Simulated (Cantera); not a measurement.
Cantera with NASA thermochemical tables; ideal gases at 1 bar, condensed phases pure. Values are per mole of reaction as written; species without (g) are pure solids or liquids, kept so even where they would boil at 1 bar.

3 BaF₂ + O₃(g) ⇌ 6 F(g) + 3 BaO

| T (K) | ΔH° (kJ) | ΔS° (J/K) | ΔG° (kJ) | log10 K | condensed phases |
|---|---|---|---|---|---|
| 2250 | … | … | … | … | BaF₂(l), BaO(s) |
| 2325 | … | … | … | … | BaF₂(l), BaO(l) |
| 2400 | 2305.9 | 598.9 | 868.6 | -18.90 | BaF₂(l), BaO(l) |
| 2475 | … | … | … | … | BaF₂(l), BaO(l) |
| 2550 | … | … | … | … | BaF₂(l), BaO(l) |

Question: Fill in the missing entries.

Answer: 
- 2250, ΔH° (kJ): 2137.7
- 2250, ΔS° (J/K): 525.2
- 2250, ΔG° (kJ): 955.9
- 2250, log10 K: -22.19
- 2325, ΔH° (kJ): 2309.7
- 2325, ΔS° (J/K): 600.5
- 2325, ΔG° (kJ): 913.6
- 2325, log10 K: -20.52
- 2475, ΔH° (kJ): 2301.9
- 2475, ΔS° (J/K): 597.2
- 2475, ΔG° (kJ): 823.7
- 2475, log10 K: -17.38
- 2550, ΔH° (kJ): 2297.9
- 2550, ΔS° (J/K): 595.6
- 2550, ΔG° (kJ): 779.0
- 2550, log10 K: -15.96
